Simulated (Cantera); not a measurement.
## Catalytic combustion on Pt

An isothermal plug-flow reactor at 725 K and 97000 Pa (inlet), inlet velocity 1.9 m/s, active area per volume 2100 1/m; feed H₂ : O₂ : N₂ = 0.0096 : 0.048 : 0.79 (molar parts).

Detailed kinetics in Cantera: Deutschmann's 1995 Pt surface mechanism with GRI-Mech 3.0 gas chemistry. Catalytic surfaces can have several steady states; this one follows from the mechanism file's or the stated starting coverage. Mass transfer to the wall is taken as infinitely fast.

```csv
z (m),x H₂,x O₂,x H₂O,θ free Pt,θ O*,θ OH*
3.1e-05,0.00802,0.0551,0.00332,0.267,0.727,0.00608
5.2e-05,0.00667,0.0544,0.00468,0.224,0.770,0.00598
8.7e-05,0.00520,0.0537,0.00616,0.177,0.817,0.00572
0.00014,0.00388,0.0531,0.00749,0.134,0.861,0.00531
0.00024,0.00261,0.0525,0.00877,0.0920,0.903,0.00467
0.0004,0.00169,0.0521,0.00969,0.0619,0.934,0.00400
0.00067,0.00104,0.0518,0.0103,0.0415,0.955,0.00337
0.0011,0.000610,0.0515,0.0108,0.0294,0.968,0.00289
0.0019,0.000296,0.0514,0.0111,0.0220,0.975,0.00253
0.0031,0.000125,0.0513,0.0113,0.0186,0.979,0.00234
```
x: gas mole fraction; θ: surface coverage.
